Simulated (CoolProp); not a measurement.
Vapour-liquid equilibrium of benzene (1) + n-nonane (2) at 89.55 °C; x and y are mole fractions of (1).

Computed with CoolProp (multi-fluid Helmholtz-energy mixture model, Thol 2012 and Lemmon 2006; pair parameters Bell 2016).

| x | bubble pressure, mixture model (kPa) | bubble pressure, Raoult's law (kPa) | y, mixture model | y, Raoult's law |
|---|---|---|---|---|
| 0.05 | 24.59 | 20.25 | 0.445 | 0.332 |
| 0.2 | 49.92 | 38.28 | 0.760 | 0.703 |
| 0.35 | 69.04 | 56.32 | 0.850 | 0.836 |
| 0.5 | 84.67 | 74.36 | 0.897 | 0.904 |
| 0.65 | 98.94 | 92.39 | 0.931 | 0.946 |
| 0.8 | 113.3 | 110.4 | 0.961 | 0.974 |
| 0.95 | 128.9 | 128.5 | 0.990 | 0.994 |

The largest gap from Raoult's law is +30.4 % in bubble pressure, at x = 0.2. No azeotrope shows between x = 0.05 and 0.95.

Pair parameters are fitted to limited data, so mixtures are less certain than the pure fluids.
